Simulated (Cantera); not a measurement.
Feed: 1 mol Si, 4.6 mol F₂, 0.9 mol N₂, 3.1 mol NF₃, held at 1.00 bar.

These are equilibrium values from Cantera (NASA tables, ideal gas, pure condensed phases), not measurements of a reactor. Candidate condensed phases: Si, Si₃N₄; 16 gas species. The numbers say what is thermodynamically allowed, not how fast it happens.

Problem. At 773 K, list the 5 most abundant gas species with their mole fractions, and the condensed phases.

Solution. NF₃ 0.627, F₂ 0.160, SiF₄ 0.152, N₂ 0.0588, F 0.00217. Condensed: gas only.
